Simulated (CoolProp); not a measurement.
The fluid at 509.18 K and 1.7 MPa (liquid) is heated at constant pressure to 597.8 K. The same conditions are run with several fluids, on thermodynamics alone (safety and materials aside).

The numbers come from the reference Helmholtz-energy equation of state of each fluid (octamethylcyclotetrasiloxane (D4): Thol 2015; decamethyltetrasiloxane (MD2M): Thol 2017; tetradecamethylhexasiloxane (MD4M): Thol 2019; n-undecane: Aleksandrov 2011) in CoolProp.

```json
[
 {"fluid": "octamethylcyclotetrasiloxane (D4)", "heat (kJ/kg)": "214", "final phase": "supercritical", "final density (kg/m³)": "390"},
 {"fluid": "decamethyltetrasiloxane (MD2M)", "heat (kJ/kg)": "…", "final phase": "liquid", "final density (kg/m³)": "…"},
 {"fluid": "tetradecamethylhexasiloxane (MD4M)", "heat (kJ/kg)": "197", "final phase": "liquid", "final density (kg/m³)": "…"},
 {"fluid": "n-undecane", "heat (kJ/kg)": "…", "final phase": "liquid", "final density (kg/m³)": "452"}
]
```

Task: What belongs in the gaps?

Result: 
- decamethyltetrasiloxane (MD2M), heat (kJ/kg): 205
- decamethyltetrasiloxane (MD2M), final density (kg/m³): 460
- tetradecamethylhexasiloxane (MD4M), final density (kg/m³): 567
- n-undecane, heat (kJ/kg): 289
